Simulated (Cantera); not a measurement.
An isothermal, constant-pressure homogeneous reactor starts with NH3 : N2 = 1 : 0.96 (molar parts), at 1825 K and 3300 Pa. Integrator tolerance rtol = 1e-08.

Cantera simulation using the gas-phase N/H chemistry of the illustrative SiF4/NH3 mechanism in the Surface Chemkin manual (1991); the numbers are that mechanism's predictions, not measurements. Walls and surfaces, which speed up NH3 decomposition in real reactors, are not modelled.

**Question.** What does this change do: temperature 1825 to 1325 K?

**Answer.** 
| quantity | before | after |
|---|---|---|
| x(NH3) at 200 s | 1.07e-5 (gas-phase equilibrium 2.29e-7) | 0.498 (gas-phase equilibrium 9.23e-7) |
| x(N) at 200 s | 1.02e-8 (gas-phase equilibrium 2.18e-10) | 1.59e-10 (gas-phase equilibrium <1e-12) |
| x(N2) at 200 s | 0.493 (gas-phase equilibrium 0.493) | 0.490 (gas-phase equilibrium 0.493) |
| x(NH2) at 200 s | 9.93e-8 (gas-phase equilibrium 2.13e-9) | 1.03e-5 (gas-phase equilibrium 2.19e-11) |
| x(N2H4) at 200 s | <1e-12 (gas-phase equilibrium <1e-12) | 7.29e-9 (gas-phase equilibrium <1e-12) |
| x(N2H2) at 200 s | <1e-12 (gas-phase equilibrium <1e-12) | 1.27e-7 (gas-phase equilibrium <1e-12) |
| x(H2) at 200 s | 0.505 (gas-phase equilibrium 0.505) | 0.0116 (gas-phase equilibrium 0.507) |
